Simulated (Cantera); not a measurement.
## Reactions in the system Cl-Fe-H

Standard-state values (1 bar) from the NASA 1993 polynomials, evaluated with Cantera. Values are per mole of reaction as written; species without (g) are pure solids or liquids, kept so even where they would boil at 1 bar.

6 HCl(g) + 2 Fe = 2 FeCl3(g) + 3 H2(g)

```json
[
 {"T (K)": "923", "ΔH° (kJ)": "51.6", "ΔS° (J/K)": "-85.1", "ΔG° (kJ)": "130.1", "log10 K": "-7.36", "condensed phases": "Fe(α)"},
 {"T (K)": "1023", "ΔH° (kJ)": "48.1", "ΔS° (J/K)": "-88.7", "ΔG° (kJ)": "138.8", "log10 K": "-7.09", "condensed phases": "Fe(α)"},
 {"T (K)": "1123", "ΔH° (kJ)": "42.5", "ΔS° (J/K)": "-93.9", "ΔG° (kJ)": "148.0", "log10 K": "-6.88", "condensed phases": "Fe(α)"},
 {"T (K)": "1223", "ΔH° (kJ)": "39.7", "ΔS° (J/K)": "-96.3", "ΔG° (kJ)": "157.5", "log10 K": "-6.73", "condensed phases": "Fe(γ)"},
 {"T (K)": "1323", "ΔH° (kJ)": "39.0", "ΔS° (J/K)": "-96.9", "ΔG° (kJ)": "167.1", "log10 K": "-6.60", "condensed phases": "Fe(γ)"},
 {"T (K)": "1423", "ΔH° (kJ)": "37.9", "ΔS° (J/K)": "-97.6", "ΔG° (kJ)": "176.9", "log10 K": "-6.49", "condensed phases": "Fe(γ)"},
 {"T (K)": "1523", "ΔH° (kJ)": "36.6", "ΔS° (J/K)": "-98.5", "ΔG° (kJ)": "186.7", "log10 K": "-6.40", "condensed phases": "Fe(γ)"},
 {"T (K)": "1623", "ΔH° (kJ)": "35.0", "ΔS° (J/K)": "-99.6", "ΔG° (kJ)": "196.6", "log10 K": "-6.33", "condensed phases": "Fe(γ)"},
 {"T (K)": "1723", "ΔH° (kJ)": "31.0", "ΔS° (J/K)": "-101.9", "ΔG° (kJ)": "206.6", "log10 K": "-6.26", "condensed phases": "Fe(δ)"}
]
```
